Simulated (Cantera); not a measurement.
Feed: 1 mol N₂O, 2.7 mol H₂, equilibrated at 500 °C and 13300 Pa.

Method: chemical equilibrium by Gibbs-energy minimisation in Cantera with the NASA 1993 tables (ideal gas, pure condensed phases). Candidate condensed phases: H₂O; 24 gas species. Equilibrium is a limit: real reactors are often held back by kinetics, nucleation or transport.

Base state: H₂ 0.459, H₂O 0.270, N₂ 0.270, NH₃ 8.55e-5 (mole fractions); condensed: gas only.

**Question.** What changes in the equilibrium state with this change: N₂O replaced by CS₂?

**Answer.** 
| species | before | after |
|---|---|---|
| H₂S | 0 | 0.752 |
| H₂ | 0.459 | 0.233 |
| CH₄ | 0 | 0.0153 |
| H₂O | 0.270 | 0 |
| N₂ | 0.270 | 0 |
| NH₃ | 8.55e-5 | 0 |
| CS₂ | 0 | 8.47e-5 |
| C(graphite), mol | 0 | 0.959 |
Further candidate phases: C, C₆H₆, C₇H₈, C₈H₁₈, S.
